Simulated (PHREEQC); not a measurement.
Synthetic water in mg/L, 25 °C, pH 3.06, pe 10.3:

| constituent | mg/L |
|---|---|
| Na | 24.1 |
| K | 0.00787 |
| Ca | 35.5 |
| Mg | 41 |
| Cl | 24.1 |
| S(6) as SO4 | 361 |
| Al | 0.247 |

Valence states are taken as typed.

The numbers come from PHREEQC with the ion-association model, phreeqc.dat.

```tsv
quantity	before	after
ionic strength (mol/kgw)	0.0115	0.00993
SO4-2 (mol/kgw)	0.00300	0.00244
Mg+2 (mol/kgw)	0.00130	0.00102
Ca+2 (mol/kgw)	0.000721	0.000712
MgSO4 (mol/kgw)	0.000391	0.000668
HSO4- (mol/kgw)	0.000185	0.000460
SI of Gypsum (CaSO4:2H2O)	-1.45	-1.45
SI of Gibbsite (Al(OH)3)	-4.96	-2.87
```

What was changed between the two runs?
A) Ca from 35.5 to 17.8 mg/L
B) Ca from 35.5 to 71 mg/L
C) temperature from 25 to 70 °C at the same typed pH

C, temperature from 25 to 70 °C at the same typed pH

This is a speciation only: nothing precipitates in the calculation. At this temperature some constants are extrapolated from 25 °C, and those without enthalpy data are left unchanged.
